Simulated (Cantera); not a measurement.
Input (Python, Cantera) and output of one run.

```python
import numpy as np
import cantera as ct

gas_names = """
    C CH CH2 CH3 CH4 C2 C2H C2H2,acetylene C2H2,vinylidene C2H3,vinyl C2H4 C2H5 C2H6 C3 C3H3,propargyl
    C3H4,allene C3H4,propyne C3H4,cyclo- C3H5,allyl C3H6,propylene C3H6,cyclo- C3H7,n-propyl
    C3H7,i-propyl C3H8 C4 C4H2 C4H4,1,3-cyclo- C4H6,butadiene C4H6,2-butyne C4H6,cyclo- C4H8,1-butene
    C4H8,cis2-buten C4H8,tr2-butene C4H8,isobutene C4H8,cyclo- C4H9,n-butyl C4H9,i-butyl C4H9,s-butyl
    C4H9,t-butyl C4H10,isobutane C4H10,n-butane C5 C5H6,1,3cyclo- C5H8,cyclo- C5H10,1-pentene
    C5H10,cyclo- C5H11,pentyl C5H11,t-pentyl C5H12,n-pentane C5H12,i-pentane CH3C(CH3)2CH3 C6H2
    C6H5,phenyl C6H6 C6H10,cyclo- C6H12,1-hexene C6H12,cyclo- C6H13,n-hexyl C7H7,benzyl C7H8
    C7H14,1-heptene C7H15,n-heptyl C7H16,n-heptane C8H8,styrene C8H10,ethylbenz C8H16,1-octene
    C8H17,n-octyl C8H18,isooctane C8H18,n-octane C9H19,n-nonyl C10H8,naphthale C10H21,n-decyl
    C12H9,o-bipheny C12H10,bipheny H H2 Si SiC SiC2 SiC4H12 SiH SiH2 SiH3 SiH4 Si2 Si2C Si3
""".split()
cond_names = """
    C(gr) C6H6(L) C7H8(L) C8H18(L),n-octa Si(cr) Si(L) SiC(b)
""".split()


def load(file, names, dense=False):
    # The tables refer to 1 bar. Condensed volumes are neglected.
    table = {s.name: s for s in ct.Species.list_from_file(file)}
    out = []
    for n in names:
        d = dict(table[n].input_data)
        d["thermo"] = dict(d["thermo"], **{"reference-pressure": 1e5})
        if dense:
            d["equation-of-state"] = {"model": "constant-volume", "density": "1e6 g/cm^3"}
        out.append(ct.Species.from_dict(d))
    return out


gas = ct.Solution(thermo="ideal-gas", species=load("nasa_gas.yaml", gas_names))
cond = {s.name: ct.Solution(thermo="fixed-stoichiometry", species=[s], name=s.name)
        for s in load("nasa_condensed.yaml", cond_names, dense=True)}
atoms = {
    'SiC': {'Si': 1, 'C': 1},
    'Si': {'Si': 1},
    'H2': {'H': 2},
}
top_T = {'C(gr)': 4500, 'SiC(b)': 3050}  # K; cautious upper limits of use, not melting points


def equilibrate(T, P, feed):
    n = {}
    for name, mol in feed.items():
        for a, k in atoms[name].items():
            n[a] = n.get(a, 0.0) + k * mol
    gas.TPX = T, P, n
    mass = sum(n.values()) * gas.mean_molecular_weight
    gas.equilibrate("TP")
    valid = [c for c in cond.values() if c.min_temp <= T <= top_T.get(c.name, c.max_temp)]
    mix = ct.Mixture([(gas, mass / gas.mean_molecular_weight)] + [(c, 0.0) for c in valid])
    mix.T, mix.P = T, P
    mix.equilibrate("TP", solver="vcs", rtol=1e-11, max_steps=5000)
    return mix


results = []
feed = {'SiC': 1, 'Si': 0.0086, 'H2': 0.034}  # mol
T = 2200  # K
for P in [1, 4.6, 22, 100, 460, 2200, 10000, 46000, 220000, 1000000]:
    mix = equilibrate(T, P, feed)
    results.append((T, P, feed, dict(zip(mix.species_names, mix.species_moles))))

top = {s: max(r[3][s] / sum(r[3][g] for g in gas_names) for r in results) for s in gas_names}
cols = sorted((s for s in top if top[s] > 1e-05), key=lambda s: -top[s])[:7]
seen = [c for c in cond_names if any(r[3].get(c, 0) > 1e-12 for r in results)]
print("log10 of partial pressures in bar; condensed amounts in mol")
print(f"{'P/Pa':>10s}" + "".join(f"{s[:9]:>10s}" for s in cols + seen))
for T, P, feed, n in results:
    ng = sum(n[g] for g in gas_names)
    print(f"{P:10.4g}" + "".join(f"{np.log10(max(n[s] / ng * P / 1e5, 1e-99)):10.3f}" for s in cols)
          + "".join(f"{n.get(c, 0):10.4g}" for c in seen))
```

It prints:

```
log10 of partial pressures in bar; condensed amounts in mol
      P/Pa        H2        Si         H      SiC2      Si2C       SiH C2H2,acet     C(gr)     Si(L)    SiC(b)
         1    -7.924    -5.073    -6.211    -6.091    -6.975    -9.389   -10.515    0.8149         0         0
       4.6    -6.667    -4.427    -5.583    -5.444    -5.683    -8.114    -9.258    0.7934         0         0
        22    -3.944    -4.403    -4.221    -5.420    -5.634    -6.729    -6.536 0.0003214         0    0.9972
       100    -3.176    -3.761    -3.837    -6.061    -4.993    -5.704    -7.050         0         0    0.9994
       460    -2.415    -3.433    -3.457    -6.389    -4.665    -4.995    -6.946         0  0.005082    0.9998
      2200    -1.683    -3.433    -3.091    -6.389    -4.665    -4.629    -6.213         0  0.007904         1
     1e+04    -1.010    -3.433    -2.754    -6.389    -4.665    -4.292    -5.540         0  0.008435         1
   4.6e+04    -0.341    -3.433    -2.420    -6.389    -4.665    -3.958    -4.872         0  0.008554         1
   2.2e+05     0.340    -3.433    -2.079    -6.389    -4.665    -3.617    -4.190         0  0.008584         1
     1e+06     0.999    -3.433    -1.750    -6.389    -4.665    -3.288    -3.531         0  0.008598         1
```

Cantera equilibrium calculation (NASA polynomials, part measured and part estimated; ideal gas, pure solids and liquids). Mutual solubility and eutectic melting of coexisting phases are not modelled. Gases not in the tables: Si2H6 and higher silanes.
